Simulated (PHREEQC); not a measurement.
PHREEQC input (ion-association model, wateq4f.dat):

```
SOLUTION_SPECIES
  PO4-3 + 3H+ = H3PO4  # constants of phreeqc.dat
    -log_k 21.721
    -delta_h -10.1 kJ
SOLUTION 1
  temp 25
  units mol/kgw
  pH 7 charge
  Br 0.16
  Cl 0.004
  Ca 0.002
SOLUTION 2
  temp 25
  units mol/kgw
  pH 7 charge
  P 0.067
  Na 0.017
END
SELECTED_OUTPUT 1
  -reset false
  -pH true
  -pe true
  -ionic_strength true
  -water true
  -totals Br Ca Cl Na P
  -molalities H+ Br- Ca+2 Cl- Na+ PO4-3 HPO4-2 H2PO4- NaHPO4- CaHPO4
    CaOH+ O2 CaPO4- CaH2PO4+ OH- H3PO4
  -equilibrium_phases Portlandite Hydroxyapatite Halite
PRINT
  -reset false
MIX 1
  1 1
  2 0
EQUILIBRIUM_PHASES 1
  Portlandite 0 0
  Hydroxyapatite 0 0
  Halite 0 0
  O2(g) -0.68 10
END
# ... the last block is repeated for the other 20 points of share of solution B
```

Selected output (columns that matter, 9 of 21 rows; share of solution B added in front):

```
share of solution B	pH	mu	Br	Ca	Cl	Na	P	m_H+	m_Br-	m_Ca+2	m_Cl-	m_Na+	m_H2PO4-	m_OH-
0	0.89014	0.166	0.16	0.002	0.004	0	0	0.16	0.16	0.002	0.004	0	0	1.0708e-13
0.1	0.93734	0.14989	0.144	0.0018	0.0036	0.0017	0.0067	0.1428	0.144	0.0017921	0.0036	0.0017	0.00049392	1.1809e-13
0.25	1.0193	0.12592	0.12	0.0015	0.003	0.00425	0.01675	0.11721	0.12	0.00148	0.003	0.00425	0.0014432	1.4009e-13
0.4	1.12	0.10236	0.096	0.0012	0.0024	0.0068	0.0268	0.092025	0.096	0.0011676	0.0024	0.0068	0.0027928	1.73e-13
0.5	1.2018	0.087028	0.08	0.001	0.002	0.0085	0.0335	0.075609	0.08	0.00095941	0.002	0.0085	0.0040689	2.0565e-13
0.6	1.3004	0.072208	0.064	0.0008	0.0016	0.0102	0.0402	0.059705	0.064	0.00075177	0.0016	0.0102	0.0058565	2.5365e-13
0.75	1.4938	0.051777	0.04	0.0005	0.001	0.01275	0.05025	0.037637	0.04	0.00044491	0.001	0.01275	0.010332	3.8474e-13
0.9	1.7621	0.035761	0.016	0.0002	0.0004	0.0153	0.0603	0.019941	0.016	0.00015963	0.0004	0.0153	0.019201	6.9338e-13
1	1.98	0.028961	0	0	0	0.017	0.067	0.011961	0	0	0	0.017	0.02896	1.1281e-12
```

Complexes and solids missing from the database can't appear. H3PO4, which wateq4f.dat lacks, is added to it with the constant of phreeqc.dat.
